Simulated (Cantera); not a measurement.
A Cantera script and what it prints.

```python
import numpy as np
import cantera as ct

gas_names = """
    PbO O3 F
""".split()
cond_names = """
    Pb(cr) Pb(L) PbF2(a) PbF2(b) PbF2(L)
""".split()


# ... load() reads the species with a 1 bar reference pressure and builds the phases ...
species = {s.name: s for s in load("nasa_gas.yaml", gas_names) + load("nasa_condensed.yaml", cond_names)}
# Each term lists the table entries of one substance; the one whose range holds T is used.
reactions = {
    '3 PbO(g) = 3 Pb + O3(g)':
        [(-3, ['PbO']), (3, ['Pb(cr)', 'Pb(L)']), (1, ['O3'])],
    'O3(g) + 3 PbF2 = 6 F(g) + 3 PbO(g)':
        [(-1, ['O3']), (-3, ['PbF2(a)', 'PbF2(b)', 'PbF2(L)']), (6, ['F']), (3, ['PbO'])],
}


def pick(names, T):
    return next(species[n] for n in names if species[n].thermo.min_temp <= T <= species[n].thermo.max_temp)


results = []
for label, terms in reactions.items():
    print(label)
    print("     T/K   dH/kJ  dS/(J/K)   dG/kJ   log10 K")
    for T in [300, 623, 723, 823, 923, 1023, 1123, 1223, 1323, 1423, 1523, 1623]:
        used = [(nu, pick(names, T)) for nu, names in terms]
        dH = sum(nu * s.thermo.h(T) for nu, s in used) / 1e6
        dS = sum(nu * s.thermo.s(T) for nu, s in used) / 1e3
        dG = dH - T * dS / 1e3
        logK = -dG * 1e6 / (ct.gas_constant * T * np.log(10))
        results.append((label, T, dH, dS, dG, logK, [s.name for _, s in used]))
        print(f"{T:8g} {dH:8.1f} {dS:8.1f} {dG:8.1f} {logK:8.2f}")
```

Result:

```
3 PbO(g) = 3 Pb + O3(g)
     T/K   dH/kJ  dS/(J/K)   dG/kJ   log10 K
     300    -69.0   -286.6     16.9    -2.95
     623    -45.8   -243.1    105.7    -8.86
     723    -42.3   -238.0    129.7    -9.37
     823    -38.9   -233.5    153.3    -9.73
     923    -35.6   -229.7    176.5    -9.99
    1023    -32.3   -226.3    199.3   -10.17
    1123    -29.1   -223.3    221.7   -10.31
    1223    -26.0   -220.7    243.9   -10.42
    1323    -23.0   -218.3    265.9   -10.50
    1423    -19.9   -216.1    287.6   -10.56
    1523    -16.8   -214.0    309.1   -10.60
    1623    -13.6   -211.9    330.4   -10.63
O3(g) + 3 PbF2 = 6 F(g) + 3 PbO(g)
     T/K   dH/kJ  dS/(J/K)   dG/kJ   log10 K
     300   2576.3   1094.6   2247.9  -391.39
     623   2555.3   1053.1   1899.2  -159.23
     723   2534.0   1021.5   1795.5  -129.71
     823   2516.5    998.7   1694.6  -107.55
     923   2506.4    987.0   1595.3   -90.28
    1023   2497.8    978.2   1497.1   -76.44
    1123   2446.0    931.1   1400.3   -65.13
    1223   2431.5    918.8   1307.8   -55.86
    1323   2417.0    907.4   1216.5   -48.03
    1423   2402.5    896.8   1126.3   -41.34
    1523   2387.8    886.8   1037.2   -35.57
    1623   2372.9    877.4    949.0   -30.54
```

Cantera with NASA thermochemical tables; ideal gases at 1 bar, condensed phases pure. Condensed species are held in their standard states even where they would react or evaporate.
